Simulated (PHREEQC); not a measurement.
A solution holds 0.0024 mol SrCl2, 0.28 mol HNO3 and 0.0002 mol KCl per kg of water, at 70 °C. Closed to the air; pH follows from the charge balance.

The numbers come from PHREEQC with the ion-association model, wateq4f.dat.

No solid was allowed to form.

Task: Estimate the pH, activity of water.

Result: pH 0.67; activity of water 0.990.

Species that the database lacks are ignored. At this temperature some constants are extrapolated from 25 °C, and those without enthalpy data are left unchanged.
